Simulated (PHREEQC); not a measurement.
A solution holds 0.02 mol NaH2PO4 per kg of water, at 25 °C. Closed to the air; pH follows from the charge balance.

The numbers come from PHREEQC with the ion-association model, phreeqc.dat.

Each row changes one thing in this solution. No solid was allowed to form.

| case | pH | ionic strength (mol/kgw) |
|---|---|---|
| as made | 4.64 | 0.0201 |
| diluted 5-fold with water | 4.86 | 0.00404 |
| NaH2PO4 replaced by Na2SiF6 at the same molality | [?] | [?] |
| temperature from 25 to 60 °C | 4.66 | 0.0201 |
| 0.0059 mol/kgw K2SiO3 added | 7.11 | 0.0429 |
| NaH2PO4 from 0.02 to 0.004 mol/kgw | 4.86 | 0.00404 |
| NaH2PO4 from 0.02 to 0.2 mol/kgw | 4.40 | 0.201 |
| temperature from 25 to 30 °C | 4.65 | 0.0201 |

Question: Complete the blanks.

Answer: 
- NaH2PO4 replaced by Na2SiF6 at the same molality, pH: 3.14
- NaH2PO4 replaced by Na2SiF6 at the same molality, ionic strength (mol/kgw): 0.0601

Some of these states are supersaturated (in Quartz (slow to form), Chalcedony (slow to form), SiO2(a), for instance). Constants without temperature data keep their 25 °C values here.
